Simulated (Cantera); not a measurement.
An isothermal plug-flow reactor at 550 K and 750 Torr (inlet), inlet velocity 0.051 m/s, active area per volume 4300 1/m; feed CO : O2 : N2 : H2O = 0.011 : 0.059 : 0.79 : 0.0076 (molar parts).

Computed with Cantera and Deutschmann's 1995 Pt surface mechanism with GRI-Mech 3.0 gas chemistry. Catalytic surfaces can have several steady states; this one follows from the mechanism file's or the stated starting coverage. Mass transfer to the wall is taken as infinitely fast.

Question: Predict: x(CO) at z = 0.013 m; x(O2) at z = 0.013 m; x(H2O) at z = 0.013 m; x(CO2) at z = 0.013 m; θ(O*) at the exit; θ(OH*) at the exit.

Answer: 
```json
{
 "x(CO) at z = 0.013 m": "0.00370",
 "x(O2) at z = 0.013 m": "0.0638",
 "x(H2O) at z = 0.013 m": "0.00880",
 "x(CO2) at z = 0.013 m": "0.00904",
 "θ(O*) at the exit": "0.997",
 "θ(OH*) at the exit": "0.00173"
}
```
